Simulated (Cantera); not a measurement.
Ignition delay

Mixture: CH4 : CO : O2 : N2 = 1 : 0.057 : 1.45 : 5.45 (molar parts), equivalence ratio 1.4, at 3380 Torr, adiabatic and at constant pressure. Ignition delay is the time to a rise of 400 K.

Model: GRI-Mech 3.0 (53 species, 325 reactions), integrated in Cantera.

```json
[
 {"T0 (K)": "1073", "delay (ms)": "89.5"},
 {"T0 (K)": "1148", "delay (ms)": "29.6"},
 {"T0 (K)": "1223", "delay (ms)": "10.7"},
 {"T0 (K)": "1298", "delay (ms)": "4.16"},
 {"T0 (K)": "1373", "delay (ms)": "1.72"},
 {"T0 (K)": "1448", "delay (ms)": "0.750"},
 {"T0 (K)": "1523", "delay (ms)": "0.345"}
]
```

```json
{
 "apparent activation energy between 1373 and 1523 K": "190 kJ/mol"
}
```
